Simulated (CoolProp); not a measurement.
Vapour-liquid equilibrium of dimethyl carbonate (1) + n-heptane (2) at 405.3 K; x and y are mole fractions of (1).

Model: multi-fluid Helmholtz-energy mixture model, Zhou 2011 and Span 2003; pair parameters Bell 2016, in CoolProp.

### Question
Give the bubble pressure and the first vapour's composition at x = 0.575, 0.725, 0.875. Is there an azeotrope?

### Answer
x = 0.575: 0.3944 MPa, y = 0.609; x = 0.725: 0.3933 MPa, y = 0.681; x = 0.875: 0.3756 MPa, y = 0.792. y crosses x between x = 0.575 and 0.65: the model has an azeotrope there.

Pair parameters are fitted to limited data, so mixtures are less certain than the pure fluids.
